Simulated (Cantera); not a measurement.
What does this Cantera script print?

```python
import numpy as np
import cantera as ct

gas_names = """
    C CH CH2 CH3 CH2OH CH3O CH4 CH3OH CO CO2 COOH C2 C2H CHCO,ketyl C2H2,acetylene C2H2,vinylidene
    CH2CO,ketene C2H3,vinyl CH3CO,acetyl C2H4 C2H4O,ethylen CH3CHO,ethanal CH3COOH (HCOOH)2 C2H5 C2H6
    CH3OCH3 C2H5OH C2O C3 C3H3,propargyl C3H4,allene C3H4,propyne C3H4,cyclo- C3H5,allyl C3H6,propylene
    C3H6,cyclo- C3H6O C3H7,n-propyl C3H7,i-propyl C3H8 C3H8O,1propanol C3H8O,2propanol C3O2 C4 C4H2
    C4H4,1,3-cyclo- C4H6,butadiene C4H6,2-butyne C4H6,cyclo- C4H8,1-butene C4H8,cis2-buten
    C4H8,tr2-butene C4H8,isobutene C4H8,cyclo- (CH3COOH)2 C4H9,n-butyl C4H9,i-butyl C4H9,s-butyl
    C4H9,t-butyl C4H10,isobutane C4H10,n-butane C5 C5H6,1,3cyclo- C5H8,cyclo- C5H10,1-pentene
    C5H10,cyclo- C5H11,pentyl C5H11,t-pentyl C5H12,n-pentane C5H12,i-pentane CH3C(CH3)2CH3 C6H2
    C6H5,phenyl C6H5O,phenoxy C6H6 C6H5OH,phenol C6H10,cyclo- C6H12,1-hexene C6H12,cyclo- C6H13,n-hexyl
    C7H7,benzyl C7H8 C7H8O,cresol C7H14,1-heptene C7H15,n-heptyl C7H16,n-heptane C8H8,styrene
    C8H10,ethylbenz C8H16,1-octene C8H17,n-octyl C8H18,isooctane C8H18,n-octane C9H19,n-nonyl
    C10H8,naphthale C10H21,n-decyl C12H9,o-bipheny C12H10,bipheny H HCO HO2 H2 HCHO,formaldehy HCOOH H2O
    H2O2 O OH O2 O3 Si SiC SiC2 SiC4H12 SiH SiH2 SiH3 SiH4 SiO SiO2 Si2 Si2C Si3
""".split()
cond_names = """
    C(gr) C6H6(L) C7H8(L) C8H18(L),n-octa H2O(s) H2O(L) Si(cr) Si(L) SiC(b) SiO2(Lqz) SiO2(hqz) SiO2(L)
""".split()


def load(file, names, dense=False):
    # The tables refer to 1 bar. Condensed volumes are neglected.
    table = {s.name: s for s in ct.Species.list_from_file(file)}
    out = []
    for n in names:
        d = dict(table[n].input_data)
        d["thermo"] = dict(d["thermo"], **{"reference-pressure": 1e5})
        if dense:
            d["equation-of-state"] = {"model": "constant-volume", "density": "1e6 g/cm^3"}
        out.append(ct.Species.from_dict(d))
    return out


gas = ct.Solution(thermo="ideal-gas", species=load("nasa_gas.yaml", gas_names))
cond = {s.name: ct.Solution(thermo="fixed-stoichiometry", species=[s], name=s.name)
        for s in load("nasa_condensed.yaml", cond_names, dense=True)}
atoms = {
    'TEOS': {'Si': 1, 'C': 8, 'H': 20, 'O': 4},
    'CO2': {'C': 1, 'O': 2},
    'H2': {'H': 2},
}
top_T = {'C(gr)': 4500, 'SiC(b)': 3050}  # K; cautious upper limits of use, not melting points


def equilibrate(T, P, feed):
    n = {}
    for name, mol in feed.items():
        for a, k in atoms[name].items():
            n[a] = n.get(a, 0.0) + k * mol
    gas.TPX = T, P, n
    mass = sum(n.values()) * gas.mean_molecular_weight
    gas.equilibrate("TP")
    valid = [c for c in cond.values() if c.min_temp <= T <= top_T.get(c.name, c.max_temp)]
    mix = ct.Mixture([(gas, mass / gas.mean_molecular_weight)] + [(c, 0.0) for c in valid])
    mix.T, mix.P = T, P
    mix.equilibrate("TP", solver="vcs", rtol=1e-11, max_steps=5000)
    return mix


results = []
feed = {'TEOS': 1, 'CO2': 0.2, 'H2': 1.3}  # mol
T = 548.15  # K
P = 41  # Pa
mix = equilibrate(T, P, feed)
results.append((T, P, feed, dict(zip(mix.species_names, mix.species_moles))))
x = sorted(zip(gas.X, gas.species_names), reverse=True)
print(f"T = {T:g} K  P = {P:g} Pa  gas = {mix.phase_moles(0):.4g} mol")
print("   x: " + "  ".join(f"{s} {v:.3e}" for v, s in x if v > 0.0001))
print("   condensed (mol): " + ("  ".join(f"{mix.phase(i).name} {mix.phase_moles(i):.4g}"
      for i in range(1, mix.n_phases) if mix.phase_moles(i) > 1e-12) or "none"))
```

Result:

```
T = 548.15 K  P = 41 Pa  gas = 10.65 mol
   x: H2 7.109e-01  H2O 1.641e-01  CH4 9.323e-02  CO2 2.959e-02  CO 2.159e-03
   condensed (mol): C(gr) 6.87  SiO2(Lqz) 1
```

Equilibrium computed with Cantera from the NASA thermochemical tables; the gas is ideal and each condensed phase is pure. The feed counts by its element totals alone.
